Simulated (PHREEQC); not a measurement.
Synthetic water in mmol/kgw, 25 °C, pH 6.93, pe 12.3:

```csv
constituent,mmol/kgw
Na,0.0256
K,0.0764
Ca,0.0519
Mg,0.082
Cl,0.163
S(6),0.0327
Alkalinity (meq/kgw),0.144
B,0.000816
Li,3.82e-05
N(5),0.0002
```

Valence states are taken as typed.

All values are PHREEQC results (ion-association model, wateq4f.dat), not measurements.

No solid was allowed to form.

Estimate the charge-balance error.

charge-balance error -0.4 %.

In which forms is S present?

SO4-2 98 %, MgSO4 1.5 %, CaSO4 0.8 % of the S.

Complexes and solids missing from the database can't appear.
